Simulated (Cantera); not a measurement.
Carbon deposition, reforming and gasification: C₃H₈ + CO₂ + N₂

Charge: 1 mol C₃H₈, 1.8 mol CO₂, 0.18 mol N₂, held at 101000 Pa.

Equilibrium computed with Cantera from the NASA thermochemical tables; the gas is ideal and each condensed phase is pure. Candidate condensed phases: C, C₆H₆, C₇H₈, C₈H₁₈, H₂O; 136 gas species. The numbers say what is thermodynamically allowed, not how fast it happens.

| T (°C) | x H₂ | x CO | x H | x N₂ | x C₂H₂ (acetylene) | x HCN | x HNC | x C₂H | n C(graphite) |
|---|---|---|---|---|---|---|---|---|---|
| 1677 | 0.512 | 0.463 | 0.000815 | 0.0225 | 0.000280 | 0.00129 | 6.69e-5 | 7.01e-9 | 1.18 |
| 1777 | 0.511 | 0.462 | 0.00161 | 0.0221 | 0.000543 | 0.00190 | 0.000118 | 3.78e-8 | 1.18 |
| 1877 | 0.509 | 0.462 | 0.00299 | 0.0217 | 0.000987 | 0.00268 | 0.000196 | 1.74e-7 | 1.16 |
| 1977 | 0.506 | 0.462 | 0.00525 | 0.0211 | 0.00170 | 0.00365 | 0.000310 | 6.97e-7 | 1.14 |
| 2077 | 0.502 | 0.461 | 0.00878 | 0.0204 | 0.00277 | 0.00481 | 0.000468 | 2.48e-6 | 1.11 |
| 2177 | 0.496 | 0.459 | 0.0141 | 0.0196 | 0.00432 | 0.00614 | 0.000678 | 7.90e-6 | 1.08 |
| 2277 | 0.487 | 0.458 | 0.0216 | 0.0186 | 0.00647 | 0.00762 | 0.000944 | 2.29e-5 | 1.03 |
| 2377 | 0.475 | 0.455 | 0.0321 | 0.0175 | 0.00932 | 0.00920 | 0.00127 | 6.10e-5 | 0.965 |
| 2477 | 0.460 | 0.452 | 0.0461 | 0.0163 | 0.0129 | 0.0108 | 0.00164 | 0.000150 | 0.885 |
| 2577 | 0.440 | 0.448 | 0.0641 | 0.0151 | 0.0173 | 0.0124 | 0.00207 | 0.000345 | 0.786 |
x: gas mole fraction; n: condensed amount in mol.

From 1677 °C to 2577 °C the condensed part is C(graphite). The main C-bearing gas is CO throughout. The share of C in condensed phases is highest at 1677 °C (24.7 %) and lowest at 2577 °C (16.4 %).
